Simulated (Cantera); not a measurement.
An adiabatic, constant-pressure homogeneous reactor starts with 16.1 % CO, 4.68 % H2, 6.29 % CH4, 15.3 % O2, 57.6 % N2, equivalence ratio 1.5, at 1150 K and 9000 Torr.

Cantera simulation using GRI-Mech 3.0 (53 species, 325 reactions); the numbers are that mechanism's predictions, not measurements. The pressure lies above the range GRI-Mech 3.0 was tuned for (to about 10 atm).

### Question
Predict: time of steepest temperature rise; temperature at 0.900 s; equilibrium temperature; x(CO) at 0.900 s; x(H2) at 0.900 s; x(H) at 0.900 s; x(N2O) at 0.900 s; x(CH2O) at 0.900 s.

### Answer
time of steepest temperature rise: 0.373 ms
temperature at 0.900 s: 2738 K
equilibrium temperature: 2738 K
x(CO) at 0.900 s: 0.132 (gas-phase equilibrium 0.132)
x(H2) at 0.900 s: 0.0286 (gas-phase equilibrium 0.0286)
x(H) at 0.900 s: 0.00322 (gas-phase equilibrium 0.00322)
x(N2O) at 0.900 s: 2.66e-7 (gas-phase equilibrium 2.66e-7)
x(CH2O) at 0.900 s: 1.82e-8 (gas-phase equilibrium 1.82e-8)
